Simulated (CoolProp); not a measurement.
Vapour-liquid equilibrium of acetone (1) + cyclohexane (2) at 361.5 K; x and y are mole fractions of (1).

Computed with CoolProp (multi-fluid Helmholtz-energy mixture model, Lemmon 2006 and Zhou 2014; pair parameters Bell 2016).

Task: Give the bubble pressure and the first vapour's composition at x = 0.35, 0.5, 0.65. Is there an azeotrope?

Result: x = 0.35: 0.2636 MPa, y = 0.605; x = 0.5: 0.2773 MPa, y = 0.656; x = 0.65: 0.2857 MPa, y = 0.712. y crosses x between x = 0.65 and 0.8: the model has an azeotrope there.

The pair parameters rest on a limited set of measurements; away from them the model extrapolates. With so large a gap from Raoult's law the liquid may split in two, which this calculation doesn't test in full.
